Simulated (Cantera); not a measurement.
Feed: 1 mol SiO₂, 7 mol Cl₂, equilibrated at 402 °C and 0.133 bar.

Cantera equilibrium calculation (NASA polynomials, part measured and part estimated; ideal gas, pure solids and liquids). Candidate condensed phases: Si, SiO₂; 15 gas species. The numbers say what is thermodynamically allowed, not how fast it happens.

Problem. What is the equilibrium state?

Solution. 
- x(Cl₂): 1.000
- n(SiO₂(α-quartz)): 1.00 mol
- gas amount: 7.000 mol
- log10 activity of Si(s) (absent): -51.77
